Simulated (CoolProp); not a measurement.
Properties of water along the isotherm 418.6 K.

Computed with CoolProp (reference Helmholtz-energy equation of state, Wagner 2002).

```tsv
p (kPa)	phase	cv (kJ/(kg K))	speed of sound (m/s)	isothermal compressibility (1/MPa)	expansivity (1/kK)	conductivity (mW/(m K))	fugacity coefficient
3680	liquid	3.541	1484	0.0005954	0.9888	684	0.1122
7350	liquid	3.537	1494	0.0005856	0.9768	686	0.05732
11000	liquid	3.534	1503	0.0005763	0.9653	689	0.03909
14700	liquid	3.530	1512	0.0005672	0.9542	691	0.02986
18400	liquid	3.527	1521	0.0005584	0.9434	694	0.02435
22100	liquid	3.523	1530	0.0005499	0.9330	696	0.02070
25700	liquid	3.520	1539	0.0005420	0.9232	698	0.01816
29400	liquid	3.516	1548	0.0005341	0.9136	701	0.01620
33100	liquid	3.513	1557	0.0005265	0.9042	703	0.01469
36800	liquid	3.510	1565	0.0005191	0.8951	705	0.01348
40500	liquid	3.506	1574	0.0005120	0.8863	708	0.01250
44100	liquid	3.503	1582	0.0005053	0.8781	710	0.01171
47800	liquid	3.500	1590	0.0004986	0.8698	712	0.01103
51500	liquid	3.497	1598	0.0004921	0.8618	714	0.01044
55200	liquid	3.494	1607	0.0004858	0.8541	717	0.009941
```

Thermal conductivity comes from a separate model (Huber 2012).
